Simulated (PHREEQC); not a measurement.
## Phosphoric acid bath (model solution)

A solution holds 2.3 mmol/kgw KH2PO4 and 5.5 mmol/kgw HCl, at 25 °C. Closed to the air; pH follows from the charge balance.

The numbers come from PHREEQC with the ion-association model, phreeqc.dat.

Precipitation was switched off in this run.

### Question
What pH does the model give?

### Answer
pH 2.37.

### Question
In which forms is P present?

### Answer
H2PO4- 63 %, H3PO4 37 % of the P.
